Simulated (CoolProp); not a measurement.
Properties of carbon dioxide at several states (Tc = 304.1 K, pc = 7.377 MPa, ω = 0.224).

The numbers come from the reference Helmholtz-energy equation of state, Span 1996 in CoolProp.

```tsv
T (K)	p (MPa)	phase	Joule-Thomson coefficient (K/MPa)	isothermal compressibility (1/MPa)
511	6.67	gas	2.716	0.1555
857.2	1.57	gas	0.7371	0.6355
841.3	0.015	gas	0.8078	66.67
941.8	0.201	gas	0.5476	4.973
```
